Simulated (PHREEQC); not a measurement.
Make-up at 20 °C: 0.0043 mol CaSO4, 3.6e-05 mol CO2 and 1.7 mol NaCl per kg of water. Closed to the air; pH follows from the charge balance.

The numbers come from PHREEQC with the ion-association model, phreeqc.dat.

Precipitation was switched off in this run.

Order these S species by the share of S that they hold, largest first: CaSO4, SO4-2, NaSO4-.

NaSO4- (56 %), SO4-2 (44 %), CaSO4 (0.73 %)

Order these C species by the share of C that they hold, largest first: HCO3-, NaHCO3, CO2, CaHCO3+.

CO2 (80 %), HCO3- (15 %), NaHCO3 (4.8 %), CaHCO3+ (0.19 %)

The pH is 5.29 and the ionic strength 1.71 mol/kgw. Ionic strength above about 0.7 mol/kgw puts this run outside the model's range. Complexes and solids missing from the database can't appear.
